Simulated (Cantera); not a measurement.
A perfectly stirred reactor is fed with CH4 : N2 = 1 : 3 (molar parts), at 100000 Pa; it is held at 1175 K, and followed from long to short residence time.

Computed with Cantera and GRI-Mech 3.0 (53 species, 325 reactions). GRI-Mech 3.0 stops at C3 and has no aromatics, soot or wall deposition, so with more carbon than oxygen in the feed, carbon stays in small species such as C2H2 where larger ones or solid carbon would form.

Task: What does this change do: temperature 1175 to 1598 K?

Result: 
```csv
quantity,before,after
x(CH4) at τ = 6.70 s,0.250,0.0243
x(CH2) at τ = 6.70 s,<1e-12,4.24e-9
x(C2H2) at τ = 6.70 s,7.57e-6,0.0878
x(H2) at τ = 6.70 s,0.000174,0.269
x(C2H6) at τ = 6.70 s,5.53e-5,6.80e-6
x(CH4) at τ = 85.0 ms,0.250,0.148
x(CH2) at τ = 85.0 ms,<1e-12,2.04e-8
x(C2H2) at τ = 85.0 ms,4.57e-11,0.0385
x(H2) at τ = 85.0 ms,1.38e-6,0.120
x(C2H6) at τ = 85.0 ms,1.08e-6,0.000209
```
